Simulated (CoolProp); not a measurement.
Vapour-liquid equilibrium of n-octane (1) + p-xylene (2) at 417.6 K; x and y are mole fractions of (1).

Model: multi-fluid Helmholtz-energy mixture model, Beckmüller 2019 and Zhou 2012; pair parameters Bell 2016, in CoolProp.

Task: Give the bubble pressure and the first vapour's composition at x = 0.425, 0.8, 0.875. Is there an azeotrope?

Result: x = 0.425: 1.465 bar, y = 0.506; x = 0.8: 1.607 bar, y = 0.829; x = 0.875: 1.629 bar, y = 0.893. No azeotrope shows between x = 0.05 and 0.95.

Pair parameters are fitted to limited data, so mixtures are less certain than the pure fluids.
